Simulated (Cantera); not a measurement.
An isothermal, constant-pressure homogeneous reactor starts with 17.1 % H2, 82.9 % O2, equivalence ratio 0.10, at 1350 K and 1.13 Torr.

Model: the H2/O2 subset of GRI-Mech 3.0, which has no nitrogen chemistry, integrated in Cantera. Radical loss at walls, strong at low pressure, is not modelled. The temperature is held fixed by assumption; the heat of reaction is taken as removed at once.

x: mole fraction; the columns are a selection and need not sum to one.

| t (s) | x H2 | x O2 | x H2O2 | x HO2 | x H2O |
|---|---|---|---|---|---|
| 5.00e-5 | 0.171 | 0.829 | 1.15e-12 | 9.10e-9 | 1.02e-10 |
| 0.000128 | 0.171 | 0.829 | 7.50e-12 | 2.33e-8 | 1.48e-9 |
| 0.000327 | 0.171 | 0.829 | 4.88e-11 | 5.95e-8 | 1.95e-8 |
| 0.000836 | 0.171 | 0.829 | 3.15e-10 | 1.52e-7 | 2.79e-7 |
| 0.00214 | 0.171 | 0.829 | [?] | 3.87e-7 | 1.21e-5 |
| 0.00547 | 0.125 | 0.800 | [?] | 3.84e-7 | 0.0327 |
| 0.0140 | 0.00752 | 0.714 | 2.33e-8 | 6.16e-7 | 0.133 |
| 0.0358 | 0.00744 | 0.715 | 2.34e-8 | 6.17e-7 | 0.133 |
| 0.0914 | 0.00728 | 0.719 | 2.37e-8 | 6.21e-7 | 0.135 |
| 0.234 | 0.00686 | 0.726 | 2.44e-8 | 6.30e-7 | 0.140 |
| 0.598 | 0.00582 | 0.743 | 2.56e-8 | 6.44e-7 | 0.149 |
| 1.53 | 0.00367 | 0.772 | 2.61e-8 | 6.30e-7 | 0.166 |
| 3.91 | 0.00124 | 0.799 | [?] | 4.70e-7 | 0.180 |
| 10.0 | 0.000231 | 0.810 | [?] | 1.95e-7 | 0.185 |

### Question
Complete the blanks.

### Answer

- 0.00214, x H2O2: 1.99e-9
- 0.00547, x H2O2: 1.52e-8
- 3.91, x H2O2: 2.02e-8
- 10.0, x H2O2: 9.99e-9
